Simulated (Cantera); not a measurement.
## Ignition delay

Mixture: 13.2 % CH4, 0.816 % C2H6, 0.632 % C3H8, 17.9 % O2, 67.5 % N2, equivalence ratio 1.8, at 4730 Torr, adiabatic and at constant pressure. Ignition delay is the time to a rise of 400 K.

Model: GRI-Mech 3.0 (53 species, 325 reactions), integrated in Cantera.

```tsv
T0 (K)	delay (ms)
1150	4.35
1200	2.38
1250	1.29
1300	0.708
1350	0.394
1400	0.225
1450	0.133
1500	0.0811
1550	0.0515
```

The apparent activation energy between 1450 and 1550 K comes out as 180 kJ/mol.
